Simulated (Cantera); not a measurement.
Charge: 1 mol B2O3, 1.6 mol N2, 37 mol H2, held at 0.0100 bar.

Cantera equilibrium calculation (NASA polynomials, part measured and part estimated; ideal gas, pure solids and liquids). Candidate condensed phases: B, BN, B2O3, B3O3H3, H2O; 39 gas species. N2 is the only nitrogen source here; it is nearly inert below about 1500 K, so the nitride shown seldom forms there in practice. Mutual solubility and eutectic melting of coexisting phases are not modelled. Kinetics and transport are ignored.

x: gas mole fraction; n: condensed amount in mol.

| T (K) | x H2 | x N2 | x H | x HBO | x HBO2 | x B2O3 | x BO | n BN(s) | n B2O3(l) |
|---|---|---|---|---|---|---|---|---|---|
| 1300 | 0.957 | 0.0411 | 1.08e-5 | 0.000156 | 0.000758 | 1.86e-5 | 6.35e-8 | 0.0233 | 0.970 |
| 1375 | 0.956 | 0.0410 | 3.35e-5 | 0.000666 | 0.00174 | 0.000132 | 7.39e-7 | 0.0287 | 0.934 |
| 1450 | 0.952 | 0.0409 | ___ | ___ | ___ | ___ | ___ | 0.0285 | ___ |
| 1525 | 0.939 | 0.0410 | 0.000229 | 0.00750 | 0.00724 | 0.00359 | 4.60e-5 | 0 | 0.555 |
| 1600 | 0.919 | 0.0404 | 0.000521 | 0.0135 | 0.0141 | 0.0102 | 0.000174 | 0 | 0 |
| 1675 | 0.917 | 0.0404 | 0.00111 | 0.0147 | 0.0147 | 0.00924 | 0.000367 | 0 | 0 |
| 1750 | 0.915 | 0.0403 | ___ | 0.0157 | 0.0150 | ___ | ___ | 0 | 0 |
| 1825 | 0.911 | 0.0403 | 0.00420 | 0.0166 | 0.0153 | 0.00751 | 0.00132 | 0 | 0 |
| 1900 | 0.907 | 0.0402 | 0.00756 | 0.0172 | 0.0153 | 0.00667 | 0.00230 | 0 | 0 |
| 1975 | 0.900 | 0.0401 | 0.0130 | 0.0175 | 0.0152 | 0.00583 | 0.00375 | 0 | 0 |
| 2050 | 0.890 | 0.0399 | 0.0214 | 0.0174 | 0.0149 | 0.00499 | 0.00580 | 0 | 0 |

### Question
Some entries are withheld; supply them.

### Answer

- 1450, x H: 9.23e-5
- 1450, x HBO: 0.00243
- 1450, x HBO2: 0.00363
- 1450, x B2O3: 0.000751
- 1450, x BO: 6.63e-6
- 1450, n B2O3(l): 0.837
- 1750, x H: 0.00222
- 1750, x B2O3: 0.00836
- 1750, x BO: 0.000720
